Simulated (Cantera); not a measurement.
Input (Python, Cantera) and output of one run.

```python
import numpy as np
import cantera as ct

gas_names = """
    C CO CO2 C2 C2O C3 C3O2 C4 C5 Fe FeC5O5 FeO O O2 O3
""".split()
cond_names = """
    C(gr) Fe(a) Fe(c) Fe(d) Fe(L) FeC5O5(L) FeO(s) FeO(L) Fe2O3(s) Fe3O4(s)
""".split()


# ... load() reads the species with a 1 bar reference pressure and builds the phases ...
atoms = {
    'Fe3O4': {'Fe': 3, 'O': 4},
    'C': {'C': 1},
    'CO': {'C': 1, 'O': 1},
}
top_T = {'C(gr)': 4500, 'Fe2O3(s)': 1830, 'Fe3O4(s)': 1870}  # K; cautious upper limits of use, not melting points


# ... equilibrate(T, P, feed) seeds the gas with the atoms and calls Mixture.equilibrate('TP', solver="vcs", rtol=1e-11, max_steps=5000) ...
results = []
T = 1475  # K
P = 67  # Pa
for m in [0.81, 1.2, 1.6, 2.3, 3.3, 4.7, 6.6]:
    feed = {'Fe3O4': 1, 'C': m, 'CO': 1.1}  # mol
    mix = equilibrate(T, P, feed)
    results.append((T, P, feed, dict(zip(mix.species_names, mix.species_moles))))
    x = sorted(zip(gas.X, gas.species_names), reverse=True)
    print(f"T = {T:g} K  P = {P:g} Pa  n(C) = {m:g} mol  gas = {mix.phase_moles(0):.4g} mol")
    print("   x: " + "  ".join(f"{s} {v:.3e}" for v, s in x if v > 1e-06))
    print("   condensed (mol): " + ("  ".join(f"{mix.phase(i).name} {mix.phase_moles(i):.4g}"
          for i in range(1, mix.n_phases) if mix.phase_moles(i) > 1e-12) or "none"))
```

Result:

```
T = 1475 K  P = 67 Pa  n(C) = 0.81 mol  gas = 1.91 mol
   x: CO 8.587e-01  CO2 1.411e-01  Fe 1.304e-04
   condensed (mol): Fe(c) 0.07934  FeO(s) 2.92
T = 1475 K  P = 67 Pa  n(C) = 1.2 mol  gas = 2.3 mol
   x: CO 8.587e-01  CO2 1.411e-01  Fe 1.304e-04
   condensed (mol): Fe(c) 0.5243  FeO(s) 2.475
T = 1475 K  P = 67 Pa  n(C) = 1.6 mol  gas = 2.7 mol
   x: CO 8.587e-01  CO2 1.411e-01  Fe 1.304e-04
   condensed (mol): Fe(c) 0.9807  FeO(s) 2.019
T = 1475 K  P = 67 Pa  n(C) = 2.3 mol  gas = 3.4 mol
   x: CO 8.587e-01  CO2 1.411e-01  Fe 1.304e-04
   condensed (mol): Fe(c) 1.779  FeO(s) 1.22
T = 1475 K  P = 67 Pa  n(C) = 3.3 mol  gas = 4.401 mol
   x: CO 8.587e-01  CO2 1.411e-01  Fe 1.304e-04
   condensed (mol): Fe(c) 2.92  FeO(s) 0.07896
T = 1475 K  P = 67 Pa  n(C) = 4.7 mol  gas = 5.101 mol
   x: CO 9.999e-01  Fe 1.304e-04
   condensed (mol): C(gr) 0.7  Fe(c) 2.999
T = 1475 K  P = 67 Pa  n(C) = 6.6 mol  gas = 5.101 mol
   x: CO 9.999e-01  Fe 1.304e-04
   condensed (mol): C(gr) 2.6  Fe(c) 2.999
```

These are equilibrium values from Cantera (NASA tables, ideal gas, pure condensed phases), not measurements of a reactor. Iron dissolves carbon and melts from about 1420 K in contact with it, which pure phases cannot show. Mutual solubility and eutectic melting of coexisting phases are not modelled. The tables' stoichiometric FeO is somewhat more stable than real wüstite, so its field is too wide. FeO: taken at fixed stoichiometry. Condensed phases not in the tables: cementite and carbon dissolved in iron.
